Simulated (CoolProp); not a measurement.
Computed with CoolProp (reference Helmholtz-energy equation of state, Tillner-Roth 1997).

For CH2F2 (R32), give the phase and the Joule-Thomson coefficient (K/MPa), isothermal compressibility (1/MPa), viscosity (µPa s) at 161.85 °C and 12.6 MPa.


- 161.85 °C and 12.6 MPa: supercritical; Joule-Thomson coefficient 4.70, isothermal compressibility 0.114, viscosity 26.8

Viscosity comes from a separate model (Bell 2016), an estimate that may be off by 10 % or more.
